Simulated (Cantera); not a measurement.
Charge: 1 mol C3H6, 0.63 mol CO2, 3.2 mol N2, equilibrated at 1223 K and 101000 Pa.

Method: chemical equilibrium by Gibbs-energy minimisation in Cantera with the NASA 1993 tables (ideal gas, pure condensed phases). Candidate condensed phases: C, C6H6, C7H8, C8H18, H2O; 136 gas species. Kinetics and transport are ignored.

Base state: N2 0.431, H2 0.398, CO 0.167, CH4 0.00214, H2O 0.00136, CO2 0.000391, HCN 3.96e-5, NH3 2.87e-5 (mole fractions); condensed: C(graphite).

Problem. What changes in the equilibrium state with this change: temperature from 1223 K to 1723 K?

Solution. 
```tsv
species	before	after
N2	0.431	0.428
H2	0.398	0.401
CO	0.167	0.169
CH4	0.00214	0.000164
H	1.88e-7	0.000115
C2H2 (acetylene)	6.23e-8	3.63e-5
HNC	2.22e-7	5.44e-5
CO2	0.000391	3.50e-6
C(graphite), mol	2.37	2.36
```

Problem. What changes in the equilibrium state with this change: C3H6 replaced by C2H2?

Solution. 
```csv
species,before,after
N2,0.431,0.587
CO,0.167,0.229
H2,0.398,0.182
CH4,0.00214,0.000446
NH3,2.87e-5,1.03e-5
"C(graphite), mol",2.37,1.38
```
